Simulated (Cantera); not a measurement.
# Al + HCl + N2 (aluminium and copper etching)

Input: 1 mol Al, 17 mol HCl, 0.41 mol N2, equilibrated at 13300 Pa.

Method: chemical equilibrium by Gibbs-energy minimisation in Cantera with the NASA 1993 tables (ideal gas, pure condensed phases). Candidate condensed phases: Al, AlCl3, AlN, NH4Cl; 20 gas species. The numbers say what is thermodynamically allowed, not how fast it happens.

```csv
T (K),x HCl,x H2,x AlCl3,x Al2Cl6,x N2,x NH3,x AlCl2,x Cl,n NH4Cl(s)
400,0.945,0.0194,2.85e-5,0.0358,2.93e-8,3.71e-7,<1e-12,<1e-12,0.820
475,0.853,0.0909,0.000502,0.0302,0.0248,0.000343,<1e-12,<1e-12,0
550,0.851,0.0911,0.00408,0.0284,0.0249,6.11e-5,<1e-12,<1e-12,0
625,0.846,0.0906,0.0176,0.0214,0.0248,1.57e-5,<1e-12,<1e-12,0
700,0.836,0.0895,0.0406,0.00953,0.0245,5.24e-6,<1e-12,<1e-12,0
775,0.830,0.0889,0.0546,0.00236,0.0243,2.14e-6,2.26e-11,7.97e-12,0
850,0.828,0.0888,0.0581,0.000530,0.0243,1.02e-6,4.16e-10,1.57e-10,0
925,0.828,0.0887,0.0589,0.000142,0.0242,5.46e-7,4.54e-9,1.91e-9,0
1000,0.828,0.0887,0.0590,4.62e-5,0.0242,3.19e-7,3.42e-8,1.61e-8,0
```
x: gas mole fraction; n: condensed amount in mol.

At 400 K the condensed part is NH4Cl(s). From 475 K to 1000 K nothing is condensed. The main Al-bearing gas is Al2Cl6 at 400 K and AlCl3 at 1000 K.
